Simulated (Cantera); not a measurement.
**Hydrocarbon pyrolysis for carbon deposition**

A perfectly stirred reactor is fed with 4.35 % C₂H₆, 95.7 % H₂, at 0.00780 bar; it is held at 1800 K, and followed from long to short residence time.

Detailed kinetics in Cantera: GRI-Mech 3.0 (53 species, 325 reactions). GRI-Mech 3.0 stops at C3 and has no aromatics, soot or wall deposition, so with more carbon than oxygen in the feed, carbon stays in small species such as C2H2 where larger ones or solid carbon would form. Radical loss at walls, strong at low pressure, is not modelled.

```csv
τ (s),x C₂H₆,x H₂,x CH₃,x CH₂,x C₂H₂,x H
12,6.39e-7,0.954,0.000277,1.15e-6,0.0382,0.00375
1.8,4.32e-6,0.951,0.000688,2.55e-6,0.0355,0.00365
0.28,2.63e-5,0.945,0.00159,5.31e-6,0.0302,0.00387
0.044,0.000146,0.936,0.00328,1.03e-5,0.0224,0.00454
0.0067,0.000798,0.927,0.00582,1.74e-5,0.0137,0.00551
0.0010,0.00458,0.925,0.00869,2.35e-5,0.00569,0.00588
0.00016,0.0218,0.939,0.00935,1.68e-5,0.000549,0.00374
```
x: mole fraction; the columns are a selection and need not sum to one.
